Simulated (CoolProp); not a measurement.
Model: reference Helmholtz-energy equation of state, Thol 2014, in CoolProp.

Question: Give the vapour pressure (MPa), vapour density (kg/m³), enthalpy of vaporisation (kJ/kg), surface tension (mN/m) of saturated diethyl ether at 76.15 °C.

Answer: 
| T (°C) | p (MPa) | vapour density (kg/m³) | enthalpy of vaporisation (kJ/kg) | surface tension (mN/m) |
|---|---|---|---|---|
| 76.15 | 0.364 | 10.4 | 318 | 10.6 |

Surface tension comes from a separate correlation (Mulero 2014).
